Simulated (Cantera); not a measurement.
Standard-state values (1 bar) from the NASA 1993 polynomials, evaluated with Cantera. Values are per mole of reaction as written; species without (g) are pure solids or liquids, kept so even where they would boil at 1 bar.

2 P2(g) + 5 H2O2(g) ⇌ 5 H2(g) + P4O10

```
T (K)    ΔH° (kJ)   ΔS° (J/K)    ΔG° (kJ)     log10 K
-----  ----------  ----------  ----------  ----------
300    (withheld)  (withheld)  (withheld)  (withheld)
375       -2608.8      -705.9     -2344.0      326.50
450       -2600.5      -685.9     -2291.8      266.03
525    (withheld)  (withheld)  (withheld)  (withheld)
600    (withheld)  (withheld)  (withheld)  (withheld)
675       -2569.6      -630.8     -2143.8      165.90
```

### Question
What belongs in the gaps?

### Answer

- 300, ΔH° (kJ): -2615.6
- 300, ΔS° (J/K): -726.2
- 300, ΔG° (kJ): -2397.8
- 300, log10 K: 417.48
- 525, ΔH° (kJ): -2591.2
- 525, ΔS° (J/K): -666.8
- 525, ΔG° (kJ): -2241.1
- 525, log10 K: 222.98
- 600, ΔH° (kJ): -2580.9
- 600, ΔS° (J/K): -648.5
- 600, ΔG° (kJ): -2191.8
- 600, log10 K: 190.81
